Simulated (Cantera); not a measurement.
Cantera run:

```python
import numpy as np
import cantera as ct

gas_names = [...]  # 110 gases of nasa_gas.yaml made of C, H, O
cond_names = """
    C(gr) C6H6(L) C7H8(L) C8H18(L),n-octa H2O(s) H2O(L)
""".split()


# ... load() reads the species with a 1 bar reference pressure and builds the phases ...
atoms = {
    'acetone': {'C': 3, 'H': 6, 'O': 1},
    'O2': {'O': 2},
}
top_T = {'C(gr)': 4500}  # K; cautious upper limits of use, not melting points


# ... equilibrate(T, P, feed) seeds the gas with the atoms and calls Mixture.equilibrate('TP', solver="vcs", rtol=1e-11, max_steps=5000) ...
results = []
feed = {'acetone': 1, 'O2': 0.042}  # mol
T = 898  # K
for P in [10, 100, 1000, 10000, 100000, 1000000, 10000000]:
    mix = equilibrate(T, P, feed)
    results.append((T, P, feed, dict(zip(mix.species_names, mix.species_moles))))
    x = sorted(zip(gas.X, gas.species_names), reverse=True)
    print(f"T = {T:g} K  P = {P:g} Pa  gas = {mix.phase_moles(0):.4g} mol")
    print("   x: " + "  ".join(f"{s} {v:.3e}" for v, s in x if v > 0.001))
    print("   condensed (mol): " + ("  ".join(f"{mix.phase(i).name} {mix.phase_moles(i):.4g}"
          for i in range(1, mix.n_phases) if mix.phase_moles(i) > 1e-12) or "none"))
```

Output:

```
T = 898 K  P = 10 Pa  gas = 4.084 mol
   x: H2 7.346e-01  CO 2.653e-01
   condensed (mol): C(gr) 1.916
T = 898 K  P = 100 Pa  gas = 4.08 mol
   x: H2 7.345e-01  CO 2.644e-01
   condensed (mol): C(gr) 1.919
T = 898 K  P = 1000 Pa  gas = 4.042 mol
   x: H2 7.340e-01  CO 2.557e-01  H2O 4.744e-03  CO2 3.843e-03  CH4 1.726e-03
   condensed (mol): C(gr) 1.944
T = 898 K  P = 10000 Pa  gas = 3.791 mol
   x: H2 7.213e-01  CO 2.015e-01  H2O 3.673e-02  CO2 2.386e-02  CH4 1.667e-02
   condensed (mol): C(gr) 2.083
T = 898 K  P = 100000 Pa  gas = 3.116 mol
   x: H2 5.934e-01  H2O 1.439e-01  CH4 1.128e-01  CO 9.592e-02  CO2 5.406e-02
   condensed (mol): C(gr) 2.181
T = 898 K  P = 1e+06 Pa  gas = 2.472 mol
   x: CH4 3.154e-01  H2 3.138e-01  H2O 2.692e-01  CO2 6.771e-02  CO 3.395e-02
   condensed (mol): C(gr) 1.969
T = 898 K  P = 1e+07 Pa  gas = 2.185 mol
   x: CH4 4.577e-01  H2O 3.379e-01  H2 1.195e-01  CO2 7.353e-02  CO 1.119e-02
   condensed (mol): C(gr) 1.815
```

Method: chemical equilibrium by Gibbs-energy minimisation in Cantera with the NASA 1993 tables (ideal gas, pure condensed phases). The feed counts by its element totals alone. The ideal-gas law is rough above about 30 bar.
